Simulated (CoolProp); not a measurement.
Vapour pressure (MPa) of trans-2-butene: the reference equation beside estimates from Tc = 155.5 °C, pc = 4.019 MPa, ω = 0.210. Clausius-Clapeyron is anchored at 38.35 °C with a constant enthalpy of vaporisation of 20.58 kJ/mol.

Values from CoolProp's reference Helmholtz-energy equation of state, Lemmon 2005. It is a short technical equation, of lower accuracy than the large ones.

```tsv
T (°C)	reference	Clausius-Clapeyron	van der Waals	Redlich-Kwong	Soave-Redlich-Kwong	Peng-Robinson
-21.95	0.03868	0.05191	0.3045	0.06404	0.03752	0.03852
-9.85	0.06599	0.08165	0.3995	0.1050	0.06453	0.06560
2.15	0.1063	0.1230	0.5118	0.1626	0.1047	0.1056
14.25	0.1644	0.1796	0.6446	0.2418	0.1629	0.1633
26.25	0.2435	0.2537	0.7971	0.3453	0.2428	0.2421
38.35	0.3498	0.3498	0.9730	0.4786	0.3507	0.3483
50.35	0.4866	0.4697	1.171	0.6435	0.4902	0.4855
62.45	0.6617	0.6189	1.394	0.8467	0.6693	0.6617
74.45	0.8779	0.7984	1.641	1.088	0.8911	0.8801
86.55	1.145	1.015	1.916	1.376	1.165	1.151
98.55	1.465	1.267	2.215	1.709	1.494	1.476
110.65	1.851	1.563	2.545	2.095	1.888	1.868
122.65	2.304	1.901	2.900	2.531	2.350	2.329
134.75	2.845	2.288	3.287	3.028	2.892	2.874
```

Absolute difference from the reference over all 14 rows, mean and median: Clausius-Clapeyron 13.1 and 12.4 %, van der Waals 200.5 and 125.7 %, Redlich-Kwong 32.4 and 30.1 %, Soave-Redlich-Kwong 1.5 and 1.6 %, Peng-Robinson 0.6 and 0.6 %.
